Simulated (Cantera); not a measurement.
Feed: 1 mol Ti, 3.4 mol CO, held at 130 Pa.

Equilibrium computed with Cantera from the NASA thermochemical tables; the gas is ideal and each condensed phase is pure. Candidate condensed phases: C, Ti, TiC, TiO, TiO₂, Ti₂O₃, Ti₃O₅, Ti₄O₇; 15 gas species. Mutual solubility and eutectic melting of coexisting phases are not modelled. TiC, TiO: taken at fixed stoichiometry. Condensed phases not in the tables: Magnéli phases beyond Ti₄O₇, solid solutions among these carbides, nitrides and lower oxides. Equilibrium is a limit: real reactors are often held back by kinetics, nucleation or transport.

x: gas mole fraction; n: condensed amount in mol.

| T (K) | x CO | x CO₂ | x TiO | x Ti | x TiO₂ | n C(graphite) | n Ti₄O₇(s) | n Ti₃O₅(s) | n TiC(s) | n Ti₂O₃(s) | n TiO(s) |
|---|---|---|---|---|---|---|---|---|---|---|---|
| 1098 | 1.000 | 0.000119 | <1e-12 | <1e-12 | <1e-12 | 1.75 | 0.250 | 0 | 0 | 0 | 0 |
| 1173 | 1.000 | 3.63e-5 | <1e-12 | <1e-12 | <1e-12 | 1.67 | 0 | 0.333 | 0 | 0 | 0 |
| 1248 | 1.000 | 2.50e-5 | <1e-12 | <1e-12 | <1e-12 | 0 | 0 | 0 | 0.600 | 0.200 | 0 |
| 1323 | 1.000 | 2.35e-5 | … | <1e-12 | <1e-12 | 0 | 0 | 0 | 0.600 | 0.200 | 0 |
| 1398 | 1.000 | 2.23e-5 | 5.94e-11 | <1e-12 | 3.56e-12 | 0 | 0 | 0 | 0.600 | 0.200 | 0 |
| 1473 | 1.000 | 2.12e-5 | 1.03e-9 | 1.03e-11 | 4.16e-11 | 0 | 0 | 0 | 0.600 | 0.200 | 0 |
| 1548 | 1.000 | 2.03e-5 | 1.35e-8 | 2.46e-10 | 3.80e-10 | 0 | 0 | 0 | 0.600 | 0.200 | 0 |
| 1623 | 1.000 | 1.95e-5 | 1.38e-7 | 4.36e-9 | 2.81e-9 | 0 | 0 | 0 | 0.600 | 0.200 | 0 |
| 1698 | 1.000 | 1.88e-5 | … | … | … | 0 | 0 | 0 | 0.600 | 0.200 | 0 |
| 1773 | 1.000 | 1.78e-5 | 7.49e-6 | 6.36e-7 | 8.42e-8 | 0 | 0 | 0 | 0.500 | 0 | 0.500 |

**Question.** Some entries are withheld; supply them.

**Answer.** 
- 1698, x TiO: 1.14e-6
- 1698, x Ti: 5.97e-8
- 1698, x TiO₂: 1.73e-8
- 1323, x TiO: 2.45e-12
